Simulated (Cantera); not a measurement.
Input (Python, Cantera):

```python
import numpy as np
import cantera as ct

gas = ct.Solution("gri30.yaml")
gas.TPX = 1400, 27000, {'N2O': 0.28, 'H2': 0.041, 'N2': 9.3}
reactor = ct.IdealGasConstPressureReactor(gas, energy="off", clone=False)
net = ct.ReactorNet([reactor])
net.rtol, net.atol = 1e-08, 1e-18
show = ['N2O', 'H2', 'NO2', 'O', 'OH']
times = np.geomspace(5e-06, 200, 11)

steps = ct.SolutionArray(gas, extra=["t"])
rows = []
print(f"{'t/s':>10s}{'T/K':>9s}{'P/Pa':>11s}" + "".join(f"{s:>11s}" for s in show))
for t in times:
    while net.time < t:
        t_next = net.step()
        steps.append(gas.state, t=t_next)
    rows.append([np.interp(t, steps.t, y) for y in (steps.T, steps.P, *steps(*show).X.T)])
    print(f"{t:10.3e}{rows[-1][0]:9.1f}{rows[-1][1]:11.4g}" + "".join(f"{x:11.3e}" for x in rows[-1][2:]))
rate = np.gradient(steps.T, steps.t)
print("integrator steps:", len(steps.t))
if steps.T.max() > steps.T[0] + 200:
    print(f"time of steepest temperature rise: {steps.t[rate.argmax()]:.4e} s")
gas.TPX = 1400, 27000, {'N2O': 0.28, 'H2': 0.041, 'N2': 9.3}
gas.equilibrate("TP")
print(f"equilibrium (TP): T = {gas.T:.1f} K  " + "  ".join(f"{s} {gas[s].X[0]:.3e}" for s in show))
```

Output:

```
       t/s      T/K       P/Pa        N2O         H2        NO2          O         OH
 5.000e-06   1400.0    2.7e+04  2.910e-02  4.262e-03  5.735e-18  2.951e-07  9.323e-09
 2.879e-05   1400.0    2.7e+04  2.910e-02  4.261e-03  5.760e-15  1.432e-06  2.671e-07
 1.657e-04   1400.0    2.7e+04  2.908e-02  4.245e-03  6.610e-12  3.732e-06  4.758e-06
 9.541e-04   1400.0    2.7e+04  2.854e-02  3.744e-03  3.572e-09  4.806e-06  2.862e-05
 5.493e-03   1400.0    2.7e+04  2.468e-02  4.184e-04  1.740e-07  1.461e-05  6.138e-05
 3.162e-02   1400.0    2.7e+04  2.164e-02  1.607e-06  2.843e-06  1.660e-05  3.744e-05
 1.821e-01   1400.0    2.7e+04  1.140e-02  1.670e-06  3.843e-06  1.467e-05  3.620e-05
 1.048e+00   1400.0    2.7e+04  5.092e-04  8.971e-07  3.276e-06  5.344e-06  2.210e-05
 6.034e+00   1400.0    2.7e+04  1.659e-08  3.550e-08  2.556e-06  1.908e-07  4.188e-06
 3.474e+01   1400.0    2.7e+04  9.250e-09  3.545e-08  2.555e-06  1.906e-07  4.186e-06
 2.000e+02   1400.0    2.7e+04  9.246e-09  3.545e-08  2.552e-06  1.906e-07  4.186e-06
integrator steps: 1629
equilibrium (TP): T = 1400.0 K  N2O 7.217e-09  H2 3.338e-08  NO2 1.814e-07  O 2.022e-07  OH 4.311e-06
```

Cantera simulation using GRI-Mech 3.0 (53 species, 325 reactions); the numbers are that mechanism's predictions, not measurements. GRI-Mech 3.0 was tuned for natural gas; its chemistry of N2O as a main component is partial and can be far from experiment.
